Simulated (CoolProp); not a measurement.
Vapour-liquid equilibrium of n-hexane (1) + dimethyl carbonate (2) at 15.2 kPa; x and y are mole fractions of (1).

Values from CoolProp's multi-fluid Helmholtz-energy mixture model, Thol 2019 and Zhou 2011; pair parameters Bell 2016.

Question: Give the bubble temperature and the first vapour's composition at x = 0.05, 0.65, 0.8. Is there an azeotrope?

Answer: x = 0.05: 302.0 K, y = 0.444; x = 0.65: 290.1 K, y = 0.746; x = 0.8: 289.9 K, y = 0.787. y crosses x between x = 0.65 and 0.8: the model has an azeotrope there.

Pair parameters are fitted to limited data, so mixtures are less certain than the pure fluids. With so large a gap from Raoult's law the liquid may split in two, which this calculation doesn't test in full.
